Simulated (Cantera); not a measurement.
Input: 1 mol Al, 1 mol Cl₂, 0.24 mol H₂, held at 773.15 K and 10.0 mbar.

These are equilibrium values from Cantera (NASA tables, ideal gas, pure condensed phases), not measurements of a reactor. Candidate condensed phases: Al, AlCl₃; 12 gas species. The tables' values for AlCl₂ are old estimates; treat these amounts as uncertain. Kinetics and transport are ignored.

Base state: AlCl₃ 0.696, H₂ 0.272, Al₂Cl₆ 0.0301, AlCl 0.000825, AlCl₂ 0.000564 (mole fractions); condensed: Al(s).

Task: What changes in the equilibrium state with this change: Cl₂ from 1 to 3.1 mol?

Result: 
| species | before | after |
|---|---|---|
| Cl₂ | <1e-9 | 0.482 |
| AlCl₃ | 0.696 | 0.340 |
| HCl | 2.52e-6 | 0.170 |
| H₂ | 0.272 | <1e-9 |
| Al₂Cl₆ | 0.0301 | 0.00718 |
| AlCl | 0.000825 | <1e-9 |
| AlCl₂ | 0.000564 | <1e-9 |
| Cl | <1e-9 | 3.41e-5 |
| Al(s), mol | 0.333 | 0 |

Task: What changes in the equilibrium state with this change: pressure from 10.0 mbar to 1.00 bar?

Result: 
```tsv
species	before	after
Al₂Cl₆	0.0301	0.385
H₂	0.272	0.366
AlCl₃	0.696	0.249
AlCl	0.000825	2.72e-5
AlCl₂	0.000564	6.12e-5
Al(s), mol	0.333	0.333
```
